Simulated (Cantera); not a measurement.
BCl3 + H2 (boron, boron nitride and boron oxide)

Charge: 1 mol BCl3, 2.2 mol H2, equilibrated at 800 K and 7.50 Torr.

These are equilibrium values from Cantera (NASA tables, ideal gas, pure condensed phases), not measurements of a reactor. Candidate condensed phases: B; 13 gas species. Gases not in the tables: BHCl2. Kinetics and transport are ignored.

```json
{
  "x(H2)": "0.659",
  "x(BCl3)": "0.295",
  "x(HCl)": "0.0464",
  "n(B(s))": "0.0499 mol",
  "gas_amount": "3.225 mol"
}
```
